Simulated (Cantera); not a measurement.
A perfectly stirred reactor is fed with NH3 : H2 = 1 : 0.14 (molar parts), at 82.5 Torr; it is held at 2248 K, and followed from long to short residence time.

Detailed kinetics in Cantera: the gas-phase N/H chemistry of the illustrative SiF4/NH3 mechanism in the Surface Chemkin manual (1991). Walls and surfaces, which speed up NH3 decomposition in real reactors, are not modelled.

Task: What does this change do: temperature 2248 to 1325 K?

Result: 
```tsv
quantity	before	after
x(NH3) at τ = 0.350 s	0.0432	0.877
x(H2) at τ = 0.350 s	0.732	0.123
x(NH) at τ = 0.350 s	3.39e-5	3.91e-9
x(H) at τ = 0.350 s	0.00244	4.70e-7
x(N2H2) at τ = 0.350 s	5.90e-7	5.76e-8
x(NH3) at τ = 26.0 ms	0.376	0.877
x(H2) at τ = 26.0 ms	0.489	0.123
x(NH) at τ = 26.0 ms	6.29e-5	4.62e-11
x(H) at τ = 26.0 ms	0.000800	5.06e-8
x(N2H2) at τ = 26.0 ms	6.80e-6	6.59e-10
```

Task: What does this change do: temperature 2248 to 2325 K?

Result: 
```
quantity                  before    after
----------------------  --------  -------
x(NH3) at τ = 0.350 s     0.0432   0.0201
x(H2) at τ = 0.350 s       0.732    0.748
x(NH) at τ = 0.350 s     3.39e-5  4.24e-5
x(H) at τ = 0.350 s      0.00244  0.00422
x(N2H2) at τ = 0.350 s   5.90e-7  3.81e-7
x(NH3) at τ = 26.0 ms      0.376    0.251
x(H2) at τ = 26.0 ms       0.489    0.580
x(NH) at τ = 26.0 ms     6.29e-5  8.53e-5
x(H) at τ = 26.0 ms     0.000800  0.00139
x(N2H2) at τ = 26.0 ms   6.80e-6  5.47e-6
```
